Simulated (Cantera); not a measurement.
Input: 1 mol Cu, 12 mol CO, 0.027 mol N₂, at 0.0133 bar.

Cantera equilibrium calculation (NASA polynomials, part measured and part estimated; ideal gas, pure solids and liquids). Candidate condensed phases: C, Cu, CuO, Cu₂O; 27 gas species. Kinetics and transport are ignored.

x: gas mole fraction; n: condensed amount in mol.

```json
[
 {"T (°C)": "677", "x CO": "0.976", "x Cu": "1.42e-10", "x CO₂": "0.0213", "x N₂": "0.00229", "n C(graphite)": "0.250", "n Cu(s)": "1.00", "n Cu(l)": "0"},
 {"T (°C)": "777", "x CO": "0.995", "x Cu": "7.89e-9", "x CO₂": "0.00282", "x N₂": "0.00225", "n C(graphite)": "0.0338", "n Cu(s)": "1.00", "n Cu(l)": "0"},
 {"T (°C)": "877", "x CO": "0.997", "x Cu": "2.17e-7", "x CO₂": "0.000523", "x N₂": "0.00225", "n C(graphite)": "0.00629", "n Cu(s)": "1.000", "n Cu(l)": "0"},
 {"T (°C)": "977", "x CO": "0.998", "x Cu": "?", "x CO₂": "?", "x N₂": "0.00225", "n C(graphite)": "?", "n Cu(s)": "1.000", "n Cu(l)": "0"},
 {"T (°C)": "1077", "x CO": "0.998", "x Cu": "3.67e-5", "x CO₂": "3.87e-5", "x N₂": "0.00224", "n C(graphite)": "0", "n Cu(s)": "1.000", "n Cu(l)": "0"},
 {"T (°C)": "1177", "x CO": "0.997", "x Cu": "?", "x CO₂": "?", "x N₂": "0.00224", "n C(graphite)": "0", "n Cu(s)": "0", "n Cu(l)": "0.997"},
 {"T (°C)": "1277", "x CO": "0.996", "x Cu": "0.00139", "x CO₂": "5.73e-6", "x N₂": "0.00224", "n C(graphite)": "0", "n Cu(s)": "0", "n Cu(l)": "0.983"},
 {"T (°C)": "1377", "x CO": "0.992", "x Cu": "0.00609", "x CO₂": "2.63e-6", "x N₂": "0.00223", "n C(graphite)": "0", "n Cu(s)": "0", "n Cu(l)": "0.926"},
 {"T (°C)": "1477", "x CO": "0.975", "x Cu": "0.0224", "x CO₂": "1.29e-6", "x N₂": "0.00219", "n C(graphite)": "0", "n Cu(s)": "0", "n Cu(l)": "0.724"},
 {"T (°C)": "1577", "x CO": "0.927", "x Cu": "0.0712", "x CO₂": "6.38e-7", "x N₂": "0.00208", "n C(graphite)": "0", "n Cu(s)": "0", "n Cu(l)": "0.0730"},
 {"T (°C)": "1677", "x CO": "0.921", "x Cu": "0.0766", "x CO₂": "3.70e-7", "x N₂": "0.00207", "n C(graphite)": "0", "n Cu(s)": "0", "n Cu(l)": "0"}
]
```

Problem. Complete the blanks.

Solution. 
- 1177, x Cu: 0.000258
- 1177, x CO₂: 1.39e-5
- 977, x Cu: 3.48e-6
- 977, x CO₂: 0.000128
- 977, n C(graphite): 0.00154
